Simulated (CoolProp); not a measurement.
Saturation properties of sulfur dioxide (Tc = 157.5 °C, pc = 78.87 bar, ω = 0.256).

Model: reference Helmholtz-energy equation of state, Gao 2016, in CoolProp.

| T (°C) | p (bar) | vapour density (kg/m³) | enthalpy of vaporisation (kJ/kg) | liquid cp (kJ/(kg K)) | surface tension (mN/m) |
|---|---|---|---|---|---|
| -20.15 | 0.6306 | 1.960 | 398.4 | 1.359 | 30.5 |
| -12.65 | 0.8994 | 2.730 | 391.9 | 1.360 | 29.0 |
| -5.05 | 1.259 | 3.738 | 385.1 | 1.363 | 27.5 |
| 2.45 | 1.717 | 4.999 | 378.3 | 1.368 | 26.1 |
| 9.95 | 2.298 | 6.573 | 371.2 | 1.375 | 24.6 |
| 17.55 | 3.034 | 8.539 | 363.9 | 1.383 | 23.1 |
| 25.05 | 3.928 | 10.90 | 356.3 | 1.393 | 21.6 |
| 32.55 | 5.012 | 13.75 | 348.5 | 1.405 | 20.2 |

It boils at -10.0 °C under 1 atm.

Surface tension comes from a separate correlation (Mulero 2012).
